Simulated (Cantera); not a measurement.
An isothermal, constant-pressure homogeneous reactor starts with CH₄ : H₂ : N₂ = 0.18 : 1 : 0.00095 (molar parts), at 1850 K and 0.0263 atm.

Detailed kinetics in Cantera: GRI-Mech 3.0 (53 species, 325 reactions). GRI-Mech 3.0 stops at C3 and has no aromatics, soot or wall deposition, so with more carbon than oxygen in the feed, carbon stays in small species such as C2H2 where larger ones or solid carbon would form. Radical loss at walls, strong at low pressure, is not modelled.

One state of this run: x CH₄ = 0.00489; x H₂ = 0.927; x H = 0.00295; x CH₂ = 1.08e-6; x C₂H₆ = 1.68e-7; x HCN = 1.31e-8. x: mole fraction; the columns are a selection and need not sum to one.

Task: Which value of t (s) does it belong to?
(A) 0.000349
(B) 0.308
(C) 4.64
(D) 0.0794

Result: B, 0.308
